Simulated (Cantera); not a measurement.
Thermodynamics of boron, boron nitride and boron oxide, feed borazine + H₂O + H₂

Feed: 1 mol borazine, 0.5 mol H₂O, a varied amount of H₂, equilibrated at 1227 °C and 90.0 Pa.

These are equilibrium values from Cantera (NASA tables, ideal gas, pure condensed phases), not measurements of a reactor. Candidate condensed phases: B, BN, B₂O₃, B₃O₃H₃, H₂O; 39 gas species. The feed counts by its element totals alone. Equilibrium is a limit: real reactors are often held back by kinetics, nucleation or transport.

```json
[
 {"n(H₂) (mol)": "0.74", "x H₂": "0.902", "x N₂": "0.0400", "x HBO": "0.0238", "x B₂O₃": "0.0181", "x HBO₂": "0.0102", "n BN(s)": "2.63"},
 {"n(H₂) (mol)": "1.2", "x H₂": "0.910", "x N₂": "0.0366", "x HBO": "0.0232", "x B₂O₃": "0.0159", "x HBO₂": "0.00921", "n BN(s)": "2.63"},
 {"n(H₂) (mol)": "1.8", "x H₂": "0.918", "x N₂": "0.0331", "x HBO": "0.0224", "x B₂O₃": "0.0135", "x HBO₂": "0.00818", "n BN(s)": "2.62"},
 {"n(H₂) (mol)": "2.8", "x H₂": "0.928", "x N₂": "0.0286", "x HBO": "0.0214", "x B₂O₃": "0.0106", "x HBO₂": "0.00684", "n BN(s)": "2.62"},
 {"n(H₂) (mol)": "4.4", "x H₂": "0.939", "x N₂": "0.0236", "x HBO": "0.0199", "x B₂O₃": "0.00766", "x HBO₂": "0.00535", "n BN(s)": "2.61"},
 {"n(H₂) (mol)": "6.8", "x H₂": "0.951", "x N₂": "0.0188", "x HBO": "0.0181", "x B₂O₃": "0.00507", "x HBO₂": "0.00394", "n BN(s)": "2.60"},
 {"n(H₂) (mol)": "11", "x H₂": "0.962", "x N₂": "0.0140", "x HBO": "0.0157", "x B₂O₃": "0.00283", "x HBO₂": "0.00256", "n BN(s)": "2.58"},
 {"n(H₂) (mol)": "17", "x H₂": "0.971", "x N₂": "0.0104", "x HBO": "0.0133", "x B₂O₃": "0.00146", "x HBO₂": "0.00157", "n BN(s)": "2.56"},
 {"n(H₂) (mol)": "26", "x H₂": "0.978", "x N₂": "0.00754", "x HBO": "0.0109", "x B₂O₃": "0.000669", "x HBO₂": "0.000890", "n BN(s)": "2.55"},
 {"n(H₂) (mol)": "40", "x H₂": "0.984", "x N₂": "0.00532", "x HBO": "0.00845", "x B₂O₃": "0.000260", "x HBO₂": "0.000449", "n BN(s)": "2.53"},
 {"n(H₂) (mol)": "63", "x H₂": "0.989", "x N₂": "0.00358", "x HBO": "0.00615", "x B₂O₃": "8.17e-5", "x HBO₂": "0.000195", "n BN(s)": "2.52"}
]
```
x: gas mole fraction; n: condensed amount in mol.

From 0.74 mol H₂ to 63 mol H₂ the condensed part is BN(s). The main B-bearing gas is B₂O₃ at 0.74 mol H₂ and HBO at 63 mol H₂. The share of B in condensed phases is highest at 0.74 mol H₂ (87.7 %) and lowest at 63 mol H₂ (84.0 %).
